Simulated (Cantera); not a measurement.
Input: 1 mol Si, 1.4 mol N2O, a varied amount of N2, 0.0025 mol O2, at 1748 K and 2800 Pa.

Cantera equilibrium calculation (NASA polynomials, part measured and part estimated; ideal gas, pure solids and liquids). Candidate condensed phases: Si, SiO2, Si2N2O, Si3N4; 16 gas species. Mutual solubility and eutectic melting of coexisting phases are not modelled. The tables hold silica as quartz up to 1696 K and as liquid above; real silica turns to tridymite and cristobalite and melts near 1996 K. Rates play no part.

**Question.** What share of the Si ends up in condensed phases as a function of n(N2) (mol), at 1.1, 1.9, 3.1, 5, 8.2, 13, 22, 36, 58?

**Answer.** 
```tsv
n(N2) (mol)	Si condensed (%)	as
1.1	79.9	SiO2(condensed) + Si2N2O(s)
1.9	72.9	SiO2(condensed) + Si2N2O(s)
3.1	62.5	SiO2(condensed) + Si2N2O(s)
5	45.9	SiO2(condensed) + Si2N2O(s)
8.2	40.5	SiO2(condensed)
13	40.5	SiO2(condensed)
22	40.5	SiO2(condensed)
36	40.5	SiO2(condensed)
58	40.5	SiO2(condensed)
```
